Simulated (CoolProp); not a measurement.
The numbers come from the reference Helmholtz-energy equation of state, Akasaka 2020 in CoolProp.

### Question
For R1123, give the phase and the density (kg/m³), cp (kJ/(kg K)), isothermal compressibility (1/MPa), expansivity (1/kK) at 350.6 K and 12.5 bar; 350.6 K and 125 bar; 350.6 K and 150 bar.

### Answer
- 350.6 K and 12.5 bar: gas; density 38.4, cp 0.997, isothermal compressibility 0.877, expansivity 3.82
- 350.6 K and 125 bar: supercritical; density 849, cp 1.74, isothermal compressibility 0.0231, expansivity 6.76
- 350.6 K and 150 bar: supercritical; density 891, cp 1.63, isothermal compressibility 0.0163, expansivity 5.42
